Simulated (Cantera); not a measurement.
An adiabatic, constant-volume homogeneous reactor starts with CH4 : C2H6 : O2 : N2 = 1 : 0.23 : 4.38 : 16.5 (molar parts), equivalence ratio 0.64, at 1150 K and 7.90 atm. Integrator tolerance rtol = 1e-08.

Cantera simulation using GRI-Mech 3.0 (53 species, 325 reactions); the numbers are that mechanism's predictions, not measurements.

Task: What does this change do: initial temperature 1150 to 1650 K?

Result: 
| quantity | before | after |
|---|---|---|
| time of steepest temperature rise | 1.98 ms | 11.6 µs |
| temperature at 6.00 s | 2649 K | 2912 K |
| equilibrium temperature | 2649 K | 2912 K |
| x(CH4) at 6.00 s | <1e-12 (gas-phase equilibrium <1e-12) | <1e-12 (gas-phase equilibrium <1e-12) |
| x(C2H6) at 6.00 s | <1e-12 (gas-phase equilibrium <1e-12) | <1e-12 (gas-phase equilibrium <1e-12) |
| x(O2) at 6.00 s | 0.0626 (gas-phase equilibrium 0.0626) | 0.0606 (gas-phase equilibrium 0.0606) |
| x(CO) at 6.00 s | 0.00440 (gas-phase equilibrium 0.00440) | 0.0132 (gas-phase equilibrium 0.0132) |
| x(HCO) at 6.00 s | 3.65e-9 (gas-phase equilibrium 3.65e-9) | 3.09e-8 (gas-phase equilibrium 3.09e-8) |
| x(OH) at 6.00 s | 0.00856 (gas-phase equilibrium 0.00856) | 0.0169 (gas-phase equilibrium 0.0169) |
| x(C2H) at 6.00 s | <1e-12 (gas-phase equilibrium <1e-12) | <1e-12 (gas-phase equilibrium <1e-12) |

Task: What does this change do: O2 4.38 to 2.3 parts?

Result: 
```
quantity                                                            before                                      after
---------------------------------  ---------------------------------------  -----------------------------------------
time of steepest temperature rise                                  1.98 ms                                    2.20 ms
temperature at 6.00 s                                               2649 K                                     2529 K
equilibrium temperature                                             2649 K                                     2529 K
x(CH4) at 6.00 s                     <1e-12 (gas-phase equilibrium <1e-12)  1.20e-12 (gas-phase equilibrium 1.37e-12)
x(C2H6) at 6.00 s                    <1e-12 (gas-phase equilibrium <1e-12)      <1e-12 (gas-phase equilibrium <1e-12)
x(O2) at 6.00 s                      0.0626 (gas-phase equilibrium 0.0626)  0.000124 (gas-phase equilibrium 0.000124)
x(CO) at 6.00 s                    0.00440 (gas-phase equilibrium 0.00440)      0.0336 (gas-phase equilibrium 0.0336)
x(HCO) at 6.00 s                   3.65e-9 (gas-phase equilibrium 3.65e-9)    7.14e-8 (gas-phase equilibrium 7.14e-8)
x(OH) at 6.00 s                    0.00856 (gas-phase equilibrium 0.00856)    0.00127 (gas-phase equilibrium 0.00127)
x(C2H) at 6.00 s                     <1e-12 (gas-phase equilibrium <1e-12)      <1e-12 (gas-phase equilibrium <1e-12)
```
